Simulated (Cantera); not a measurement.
Cantera run, input and output.

```python
import numpy as np
import cantera as ct

gas = ct.Solution("gri30.yaml", transport_model="multicomponent")
show = ['CH4', 'O', 'H2O']

rows = []
print(f"{'T/K':>7s}{'rho':>11s}{'cp':>10s}{'mu':>11s}{'lambda':>11s}{'Pr':>7s}" + "".join(f"{'D_' + s:>11s}" for s in show))
for T in [400, 650, 900, 1150, 1400, 1650]:
    gas.TPX = T, 2666, {'NO': 0.6}
    Pr = gas.cp_mass * gas.viscosity / gas.thermal_conductivity
    D = [gas.mix_diff_coeffs_mole[gas.species_index(s)] for s in show]
    rows.append([gas.density, gas.cp_mass, gas.viscosity, gas.thermal_conductivity, Pr, *D])
    print(f"{T:7g}{gas.density:11.4e}{gas.cp_mass:10.1f}{gas.viscosity:11.4e}"
          f"{gas.thermal_conductivity:11.4e}{Pr:7.3f}" + "".join(f"{d:11.4e}" for d in D))
print("SI units: kg/m3, J/kg/K, Pa s, W/m/K, m2/s")
```

Output:

```
    T/K        rho        cp         mu     lambda     Pr      D_CH4        D_O      D_H2O
    400 2.4053e-02     998.6 2.3120e-05 3.2481e-02  0.711 1.4016e-03 2.0035e-03 1.4857e-03
    650 1.4802e-02    1054.2 3.2312e-05 4.8111e-02  0.708 3.2319e-03 4.5632e-03 3.6494e-03
    900 1.0690e-02    1113.9 4.0086e-05 6.3114e-02  0.707 5.5958e-03 7.8644e-03 6.5037e-03
   1150 8.3664e-03    1153.1 4.7043e-05 7.6724e-02  0.707 8.4318e-03 1.1825e-02 9.9501e-03
   1400 6.8724e-03    1181.0 5.3449e-05 8.9329e-02  0.707 1.1700e-02 1.6390e-02 1.3928e-02
   1650 5.8311e-03    1202.5 5.9446e-05 1.0120e-01  0.706 1.5372e-02 2.1521e-02 1.8397e-02
SI units: kg/m3, J/kg/K, Pa s, W/m/K, m2/s
```

Computed with Cantera and GRI-Mech 3.0 (53 species, 325 reactions). The composition is frozen, though it would react at the higher temperatures.
